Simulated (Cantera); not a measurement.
Feed: 1 mol Si3N4, 0.004 mol Si, 0.71 mol H2, 0.058 mol C, equilibrated at 1330 Pa.

These are equilibrium values from Cantera (NASA tables, ideal gas, pure condensed phases), not measurements of a reactor. Candidate condensed phases: C, C6H6, C7H8, C8H18, Si, SiC, Si3N4; 105 gas species. The tables' values for SiN are old estimates; treat these amounts as uncertain. Gases not in the tables: Si2H6 and higher silanes. Equilibrium is a limit: real reactors are often held back by kinetics, nucleation or transport.

Question: At 2227 °C, list the 6 most abundant gas species with their mole fractions, and the condensed phases.

Answer: N2 0.425, Si 0.356, H2 0.113, H 0.0732, Si2C 0.0110, Si2 0.00951. Condensed: Si(l).
